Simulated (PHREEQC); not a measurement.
**Metal-bearing waste water (model solution)**

Make-up at 25 °C: 7 mmol/kgw FeSO4, 34 mmol/kgw CaCl2 and 0.03 mmol/kgw Na2SO4. Closed to the air; pH follows from the charge balance.

Equilibrium calculation in PHREEQC: ion-association model with the Davies equation for every ion, phreeqc.dat.

This is a speciation only: nothing precipitates in the calculation.

Question: Predict the pH, ionic strength.

Answer: pH 6.10; ionic strength 0.117 mol/kgw.

Question: In which forms is Fe present?

Answer: Fe+2 89 %, FeSO4 7.6 %, FeCl+ 3.0 % of the Fe.
